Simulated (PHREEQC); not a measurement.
A solution holds 25 mmol/kgw HCl, 0.064 mmol/kgw MgSO4 and 9.1 mmol/kgw KBr, at 25 °C. Closed to the air; pH follows from the charge balance.

The numbers come from PHREEQC with the ion-association model, phreeqc.dat.

No solid was allowed to form.

**Question.** Order these S species by the share of S that they hold, largest first: HSO4-, SO4-2, KSO4-, MgSO4.

**Answer.** HSO4- (55 %), SO4-2 (43 %), KSO4- (1.4 %), MgSO4 (0.17 %)

The pH is 1.66 and the ionic strength 0.0343 mol/kgw. Complexes and solids missing from the database can't appear.
